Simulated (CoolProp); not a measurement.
Isobutene along the isotherm 202.05 °C: Z from the reference equation and from simpler models built on Tc = 144.9 °C, pc = 4.016 MPa, ω = 0.193; each cubic takes its own stable root.

Computed with CoolProp (reference Helmholtz-energy equation of state, Lemmon 2005). It is a short technical equation, of lower accuracy than the large ones.

```
p (MPa)          phase  reference
-------  -------------  ---------
1.83               gas     0.8899
3.65               gas     0.7659
5.48     supercritical     0.6273
7.3      supercritical     0.5015
9.13     supercritical     0.4581
11       supercritical     0.4751
12.8     supercritical     0.5094
14.6     supercritical     0.5495
16.4     supercritical     0.5920
18.3     supercritical     0.6381
20.1     supercritical     0.6821
```

**Question.** How far does each simpler model (van der Waals, Soave-Redlich-Kwong, Peng-Robinson) lie from the reference over these 11 states: mean and median of the absolute difference, and the worst?

**Answer.** 
- van der Waals: mean 15.1 %, median 18.4 %, worst +26.7 % at 202.05 °C and 20.1 MPa
- Soave-Redlich-Kwong: mean 8.6 %, median 9.9 %, worst +14.2 % at 202.05 °C and 9.13 MPa
- Peng-Robinson: mean 2.4 %, median 1.7 %, worst +6.2 % at 202.05 °C and 9.13 MPa
